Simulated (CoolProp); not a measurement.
Vapour-liquid equilibrium of methanol (1) + acetone (2) at 27.9 bar; x and y are mole fractions of (1).

Computed with CoolProp (multi-fluid Helmholtz-energy mixture model, de Reuck 1993 and Lemmon 2006; pair parameters Bell 2016).

| x | bubble temperature (K) | y at the bubble point | dew temperature at overall composition x (K) | liquid density (mol/L) |
|---|---|---|---|---|
| 0.05 | 471.6 | 0.068 | 472.2 | 9.142 |
| 0.2 | 465.8 | 0.251 | 467.3 | 10.10 |
| 0.35 | 461.4 | 0.411 | 463.0 | 11.17 |
| 0.5 | 458.3 | 0.552 | 459.4 | 12.40 |
| 0.65 | 456.1 | 0.683 | 456.6 | 13.85 |
| 0.8 | 454.9 | 0.812 | 455.0 | 15.58 |
| 0.95 | 454.4 | 0.950 | 454.4 | 17.67 |

No azeotrope shows between x = 0.05 and 0.95.

The pair parameters rest on a limited set of measurements; away from them the model extrapolates.
